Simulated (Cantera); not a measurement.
An isothermal, constant-pressure homogeneous reactor starts with CH₄ : H₂O : H₂ = 1 : 1.1 : 0.17 (molar parts), at 1373 K and 90.0 Torr.

Detailed kinetics in Cantera: GRI-Mech 3.0 (53 species, 325 reactions).

x: mole fraction; the columns are a selection and need not sum to one.

```
t (s)     x CH₄  x H₂O    x H₂    x CH₂O    x C₂H₂
--------  -----  -----  ------  --------  --------
2.00e-5   0.441  0.485  0.0749    <1e-12    <1e-12
7.96e-5   0.441  0.485  0.0749    <1e-12    <1e-12
0.000317  0.441  0.485  0.0749  1.36e-12    <1e-12
0.00126   0.441  0.485  0.0749  8.09e-11  2.66e-12
0.00502   0.440  0.485  0.0749       ___  8.35e-10
0.0200    0.440  0.485  0.0750       ___   1.08e-7
0.0796    0.440  0.484  0.0754       ___   7.18e-6
0.317     0.436  0.484  0.0781   6.74e-7  0.000329
1.26      0.422  0.479  0.0921   6.26e-7   0.00446
5.02      0.372  0.462   0.142       ___    0.0217
20.0      0.255  0.418   0.261       ___    0.0596
```

Q: Some entries are withheld; supply them.

A: 
- 0.00502, x CH₂O: 3.85e-9
- 0.0200, x CH₂O: 5.71e-8
- 0.0796, x CH₂O: 3.32e-7
- 5.02, x CH₂O: 4.56e-7
- 20.0, x CH₂O: 2.23e-7
